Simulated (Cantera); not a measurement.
A Cantera script and its output.

```python
import numpy as np
import cantera as ct

surf = ct.Interface("ptcombust.yaml", "Pt_surf")
gas = surf.adjacent["gas"]
gas.TPX = 300, 2200, {'H2': 0.028, 'O2': 0.19, 'N2': 0.79}
jet = ct.ImpingingJet(gas=gas, width=0.049, surface=surf)
jet.inlet.mdot, jet.inlet.T, jet.inlet.X = 0.16, 300, {'H2': 0.028, 'O2': 0.19, 'N2': 0.79}
jet.set_refine_criteria(ratio=10, slope=0.2, curve=0.3)
show, cover = ['H2', 'O2', 'H2O', 'OH'], ["PT(S)", "H(S)", "O(S)", "OH(S)", "CO(S)", "C(S)"]

rows = []
print(f"{'Ts/K':>7s}" + "".join(f"{s:>11s}" for s in show + cover) + "   (gas at the wall, coverages)")
for i, Ts in enumerate([600, 650, 700, 750, 800]):
    jet.surface.T = Ts
    if i == 0:
        surf.TP = Ts, 2200
        surf.coverages = "PT(S):0.5, O(S):0.5"
        surf.advance_coverages(1.0)
        jet.set_initial_guess(products="inlet")
    jet.solve(loglevel=0, auto=(i == 0))
    rows.append([*(jet.X[gas.species_index(s), -1] for s in show), *surf[cover].coverages])
    print(f"{Ts:7g}" + "".join(f"{x:11.3e}" for x in rows[-1]))
```

Result:

```
   Ts/K         H2         O2        H2O         OH      PT(S)       H(S)       O(S)      OH(S)      CO(S)       C(S)   (gas at the wall, coverages)
    600  8.800e-03  1.680e-01  3.721e-02  1.790e-12  8.600e-02  1.635e-09  9.104e-01  3.606e-03  1.981e-26 -1.525e-30
    650  8.759e-03  1.681e-01  3.704e-02  2.304e-11  9.033e-02  2.364e-09  9.072e-01  2.418e-03 -7.064e-31  5.570e-35
    700  8.572e-03  1.679e-01  3.717e-02  2.027e-10  9.695e-02  3.821e-09  9.013e-01  1.731e-03  1.012e-16  4.738e-26
    750  7.883e-03  1.673e-01  3.828e-02  1.295e-09  1.133e-01  7.206e-09  8.853e-01  1.362e-03  4.146e-16  3.713e-25
    800  6.634e-03  1.660e-01  4.046e-02  6.234e-09  1.479e-01  1.611e-08  8.509e-01  1.172e-03  5.941e-17  1.000e-28
```

Model: Deutschmann's 1995 Pt surface mechanism with GRI-Mech 3.0 gas chemistry, integrated in Cantera. Catalytic surfaces can have several steady states; this one follows from the mechanism file's or the stated starting coverage.
